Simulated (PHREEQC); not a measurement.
Make-up at 35 °C: 0.54 mol/kgw KCl, 0.11 mol/kgw NaHCO3 and 2.7 mol/kgw NaCl. Closed to the air; pH follows from the charge balance.

All values are PHREEQC results (Pitzer model, pitzer.dat), not measurements.

Q: The ionic strength comes out as 3.35 mol/kgw. What activity coefficients do Cl-, CO3-2, OH-, K+, Na+ get?

A: Cl- 0.58, CO3-2 0.026, OH- 0.46, K+ 0.65, Na+ 0.89. Single-ion values are on the MacInnes scale.

No solid was allowed to form. Complexes and solids missing from the database can't appear. In brines, pH and single-ion activities rest on the MacInnes convention.
